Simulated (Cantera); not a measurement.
What does this Cantera script print?

```python
import numpy as np
import cantera as ct

gas_names = [...]  # 62 gases of nasa_gas.yaml made of F, H, N, O, S
cond_names = """
    H2O(s) H2O(L) H2SO4(L) S(cr1) S(cr2) S(L)
""".split()


# ... load() reads the species with a 1 bar reference pressure and builds the phases ...
atoms = {
    'NF3': {'N': 1, 'F': 3},
    'H2O': {'H': 2, 'O': 1},
    'N2': {'N': 2},
    'SO2': {'S': 1, 'O': 2},
}
top_T = {}  # K; cautious upper limits of use, not melting points


# ... equilibrate(T, P, feed) seeds the gas with the atoms and calls Mixture.equilibrate('TP', solver="vcs", rtol=1e-11, max_steps=5000) ...
results = []
feed = {'NF3': 1, 'H2O': 2.3, 'N2': 14, 'SO2': 0.0047}  # mol
T = 1598.15  # K
P = 240000  # Pa
mix = equilibrate(T, P, feed)
results.append((T, P, feed, dict(zip(mix.species_names, mix.species_moles))))
print(gas.report(threshold=1e-06))
for i in range(1, mix.n_phases):
    print(f"{mix.phase(i).name:16s} {mix.phase_moles(i):12.5e} mol")
```

Result:

```
       temperature   1598.2 K
          pressure   2.4e+05 Pa
           density   0.47861 kg/m^3
  mean mol. weight   26.499 kg/kmol
   phase of matter   gas

                          1 kg             1 kmol
                     ---------------   ---------------
          enthalpy       -4.1728e+05       -1.1057e+07  J
   internal energy       -9.1873e+05       -2.4345e+07  J
           entropy            9097.8        2.4108e+05  J/K
    Gibbs function       -1.4957e+07       -3.9634e+08  J
 heat capacity c_p            1332.6             35312  J/K
 heat capacity c_v            1018.8             26997  J/K

                      mass frac. Y      mole frac. X     chem. pot. / RT
                     ---------------   ---------------   ---------------
                HF           0.11886           0.15744           -45.453
               H2O          0.028522          0.041953           -47.026
                NO        0.00091977        0.00081226           -27.985
               NO2        3.8217e-06        2.2013e-06           -43.166
                N2           0.80404           0.76055           -25.607
                 O        1.0909e-06        1.8068e-06           -15.181
                OH        3.8236e-05        5.9575e-05           -31.104
                O2          0.047015          0.038935           -30.362
               SO2        0.00059203         0.0002449           -64.593
               SO3        5.2867e-06        1.7499e-06           -79.774
     [  +52 minor]        1.5904e-06        2.0949e-06

S(L)              0.00000e+00 mol
```

Cantera equilibrium calculation (NASA polynomials, part measured and part estimated; ideal gas, pure solids and liquids).
